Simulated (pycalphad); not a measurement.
CALPHAD calculation (pycalphad, COST 507 light-alloy database (1999)), 1 atm. These are 1990s assessments: newer ones move some temperatures and phases. Phase fractions are per mole of atoms.

Problem. Compare equilibrium and Scheil-Gulliver solidification of Hf-0.4352C (wt.%).

Solution. Both start at the liquidus, 2388 °C. In full equilibrium the last liquid goes at 2274 °C (range 114 K), and at 2227 °C the alloy holds hcp. With no diffusion in the solid (Scheil-Gulliver, steps of 4 K) the liquid lasts to an invariant point at 2206 °C (range 182 K), where the last 0.16 of it freezes; the solid then holds hcp 0.89, bcc 0.10, fcc under 0.01.

```tsv
last step ahead of the change, T (°C)	liquid left there	liquid composition there (wt.%)	solids forming below it
2388	1.00	0.44 C	fcc
2377	1.00	0.43 C	hcp
2206	0.16	0.09 C	bcc + hcp
```
Solids once formed stay as they are in this model, so peritectic reactions do not proceed; the changes are located to one step.

The fcc model also describes the rock-salt carbide or nitride (TiC, TiN, HfC).
